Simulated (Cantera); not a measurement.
## Low-pressure radical oxidation in H2/O2

An isothermal, constant-pressure homogeneous reactor starts with H₂ : O₂ : H₂O = 0.32 : 1 : 0.0021 (molar parts), equivalence ratio 0.16, at 1273 K and 20.0 Torr.

Cantera simulation using the H2/O2 subset of GRI-Mech 3.0, which has no nitrogen chemistry; the numbers are that mechanism's predictions, not measurements. Radical loss at walls, strong at low pressure, is not modelled. The temperature is held fixed by assumption; the heat of reaction is taken as removed at once.

| t (s) | x H₂ | x O₂ | x H₂O | x OH | x H | x H₂O₂ | x O |
|---|---|---|---|---|---|---|---|
| 0.000600 | 0.0156 | 0.625 | 0.181 | 0.0148 | 0.0828 | 6.79e-7 | 0.0806 |
| 0.00131 | 0.0117 | 0.641 | 0.203 | 0.0133 | 0.0612 | 7.00e-7 | 0.0693 |
| 0.00286 | 0.00803 | 0.672 | 0.234 | 0.0112 | 0.0310 | 8.29e-7 | 0.0436 |
| 0.00624 | 0.00326 | 0.704 | 0.262 | 0.00725 | 0.00727 | 8.30e-7 | 0.0166 |
| 0.0136 | 0.000738 | 0.718 | 0.273 | 0.00344 | 0.000747 | 5.37e-7 | 0.00367 |
| 0.0297 | 0.000141 | 0.722 | 0.276 | 0.00151 | 6.24e-5 | 2.54e-7 | 0.000702 |
| 0.0648 | 3.16e-5 | 0.722 | 0.277 | 0.000722 | 6.77e-6 | 1.12e-7 | 0.000160 |
| 0.141 | 8.79e-6 | 0.723 | 0.277 | 0.000384 | 1.02e-6 | 5.03e-8 | 4.51e-5 |
| 0.309 | 2.88e-6 | 0.723 | 0.277 | 0.000221 | 1.94e-7 | 2.30e-8 | 1.50e-5 |
| 0.674 | 1.06e-6 | 0.723 | 0.277 | 0.000135 | 4.40e-8 | 1.07e-8 | 5.57e-6 |
| 1.47 | 4.29e-7 | 0.723 | 0.277 | 8.61e-5 | 1.14e-8 | 5.14e-9 | 2.26e-6 |
| 3.21 | 1.98e-7 | 0.723 | 0.277 | 5.85e-5 | 3.60e-9 | 2.73e-9 | 1.05e-6 |
| 7.00 | 1.21e-7 | 0.723 | 0.277 | 4.58e-5 | 1.74e-9 | 1.87e-9 | 6.40e-7 |
x: mole fraction; the columns are a selection and need not sum to one.

Equilibrium at this temperature and pressure: H₂ 1.07e-7, O₂ 0.723, H₂O 0.277, OH 4.29e-5, H 1.44e-9, H₂O₂ 1.71e-9, O 5.64e-7 (gas phase only).
